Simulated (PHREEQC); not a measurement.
## Acid rinse or clean: speciation

Solution (25 °C): 0.025 mol/kgw HF, 0.00022 mol/kgw NaCl and 0.014 mol/kgw KCl. Closed to the air; pH follows from the charge balance.

Equilibrium calculation in PHREEQC: ion-association model, phreeqc.dat.

This is a speciation only: nothing precipitates in the calculation.

Question: Predict the pH, specific conductance, ionic strength.

Answer: pH 2.41; specific conductance 3520 µS/cm; ionic strength 0.0186 mol/kgw.

Question: In which forms is F present?

Answer: HF 81 %, F- 16 %, HF2- 2.5 % of the F.
